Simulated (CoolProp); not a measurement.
Vapour-liquid equilibrium of ethylene (1) + carbon dioxide (2) at 247.7 K; x and y are mole fractions of (1).

The numbers come from the multi-fluid Helmholtz-energy mixture model, Smukala 2000 and Span 1996; pair parameters Bell 2016 in CoolProp.

```tsv
x	bubble pressure (kPa)	y at the bubble point	dew pressure at overall composition x (kPa)	liquid density (mol/L)
0.05	1768	0.094	1716	23.33
0.15	1934	0.233	1834	22.07
0.25	2052	0.336	1954	20.92
0.35	2137	0.423	2067	19.88
0.45	2199	0.502	2160	18.94
0.55	2240	0.580	2226	18.09
0.65	2262	0.661	2260	17.32
0.75	2266	0.747	2266	16.64
0.85	2251	0.840	2249	16.04
0.95	2217	0.944	2214	15.50
```

y crosses x between x = 0.65 and 0.75: the model has an azeotrope there.

Pair parameters are fitted to limited data, so mixtures are less certain than the pure fluids.
